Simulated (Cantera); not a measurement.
# Ammonia decomposition in nitride growth gas

An isothermal, constant-pressure homogeneous reactor starts with NH3 : H2 = 1 : 1.2 (molar parts), at 1475 K and 1.01 bar.

Computed with Cantera and the gas-phase N/H chemistry of the illustrative SiF4/NH3 mechanism in the Surface Chemkin manual (1991). Walls and surfaces, which speed up NH3 decomposition in real reactors, are not modelled.

```json
[
 {"t (s)": "7.00e-5", "x NH3": "0.455", "x H2": "0.545", "x H": "9.94e-8", "x NH2": "1.79e-7", "x N2": "<1e-12"},
 {"t (s)": "0.000338", "x NH3": "0.455", "x H2": "0.545", "x H": "4.79e-7", "x NH2": "8.63e-7", "x N2": "1.25e-10"},
 {"t (s)": "0.00163", "x NH3": "0.455", "x H2": "0.545", "x H": "2.26e-6", "x NH2": "4.07e-6", "x N2": "3.34e-8"},
 {"t (s)": "0.00788", "x NH3": "0.455", "x H2": "0.545", "x H": "7.12e-6", "x NH2": "1.28e-5", "x N2": "2.90e-6"},
 {"t (s)": "0.0381", "x NH3": "0.454", "x H2": "0.546", "x H": "7.90e-6", "x NH2": "1.42e-5", "x N2": "3.31e-5"},
 {"t (s)": "0.184", "x NH3": "0.454", "x H2": "0.546", "x H": "7.91e-6", "x NH2": "1.42e-5", "x N2": "0.000182"},
 {"t (s)": "0.888", "x NH3": "0.452", "x H2": "0.547", "x H": "7.92e-6", "x NH2": "1.41e-5", "x N2": "0.000894"},
 {"t (s)": "4.29", "x NH3": "0.442", "x H2": "0.554", "x H": "8.02e-6", "x NH2": "1.38e-5", "x N2": "0.00423"},
 {"t (s)": "20.7", "x NH3": "0.401", "x H2": "0.580", "x H": "8.40e-6", "x NH2": "1.26e-5", "x N2": "0.0183"},
 {"t (s)": "100", "x NH3": "0.283", "x H2": "0.658", "x H": "9.48e-6", "x NH2": "8.83e-6", "x N2": "0.0588"}
]
```
x: mole fraction; the columns are a selection and need not sum to one.

Equilibrium at this temperature and pressure: NH3 2.04e-5, H2 0.844, H 1.19e-5, NH2 6.24e-10, N2 0.156 (gas phase only).
